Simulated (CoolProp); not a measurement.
c-C4F8 (RC318) at 298.15 K and 0.0637 MPa is throttled through a valve to 0.0271 MPa with no heat exchange. Each further row changes one setting.

The numbers come from the reference Helmholtz-energy equation of state, Platzer 1990 in CoolProp. This equation is an older, rougher fit.

```json
[
 {"case": "as stated", "temperature change (K)": "(withheld)", "final density (kg/m³)": "(withheld)"},
 {"case": "outlet pressure 0.00813 MPa", "temperature change (K)": "(withheld)", "final density (kg/m³)": "(withheld)"},
 {"case": "outlet pressure 0.0352 MPa", "temperature change (K)": "(withheld)", "final density (kg/m³)": "(withheld)"}
]
```

### Question
What belongs in the gaps?

### Answer

- as stated, temperature change (K): -0.6
- as stated, final density (kg/m³): 2.21
- outlet pressure 0.00813 MPa, temperature change (K): -0.8
- outlet pressure 0.00813 MPa, final density (kg/m³): 0.659
- outlet pressure 0.0352 MPa, temperature change (K): -0.4
- outlet pressure 0.0352 MPa, final density (kg/m³): 2.87
